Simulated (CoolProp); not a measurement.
Vapour pressure (MPa) of ethylene: the reference equation beside estimates from Tc = 282.4 K, pc = 5.042 MPa, ω = 0.087. Clausius-Clapeyron is anchored at 216.6 K with a constant enthalpy of vaporisation of 11.19 kJ/mol.

Computed with CoolProp (reference Helmholtz-energy equation of state, Smukala 2000).

| T (K) | reference | Clausius-Clapeyron | van der Waals | Redlich-Kwong | Soave-Redlich-Kwong |
|---|---|---|---|---|---|
| 212.7 | 0.7420 | 0.7600 | 1.455 | 0.7955 | 0.7454 |
| 216.6 | 0.8517 | 0.8517 | 1.587 | 0.9129 | 0.8567 |
| 220.5 | 0.9728 | 0.9506 | 1.727 | 1.042 | 0.9796 |
| 224.5 | 1.110 | 1.060 | 1.879 | 1.187 | 1.119 |
| 228.4 | 1.256 | 1.174 | 2.034 | 1.341 | 1.267 |
| 232.4 | 1.420 | 1.299 | 2.202 | 1.513 | 1.434 |
| 236.3 | 1.594 | 1.429 | 2.373 | 1.694 | 1.611 |
| 240.2 | 1.783 | 1.568 | ? | 1.890 | 1.803 |
| 244.2 | 1.993 | 1.719 | 2.746 | 2.106 | 2.017 |
| 248.1 | 2.215 | 1.874 | 2.942 | 2.332 | 2.242 |
| 252.1 | 2.461 | 2.042 | 3.153 | 2.580 | 2.491 |
| 256 | 2.719 | 2.215 | 3.366 | 2.839 | 2.752 |
| 259.9 | ? | 2.397 | 3.589 | 3.114 | 3.032 |
| 263.9 | 3.302 | 2.593 | 3.826 | 3.414 | 3.339 |
| 267.8 | ? | 2.793 | 4.066 | 3.724 | 3.659 |

Question: What belongs in the gaps?

Answer: 
- 240.2, van der Waals: 2.553
- 259.9, reference: 2.996
- 267.8, reference: 3.622

Absolute difference from the reference over all 15 rows, mean and median: Clausius-Clapeyron 11.7 and 12.1 %, van der Waals 47.2 and 43.2 %, Redlich-Kwong 5.6 and 6.0 %, Soave-Redlich-Kwong 1.0 and 1.1 %.
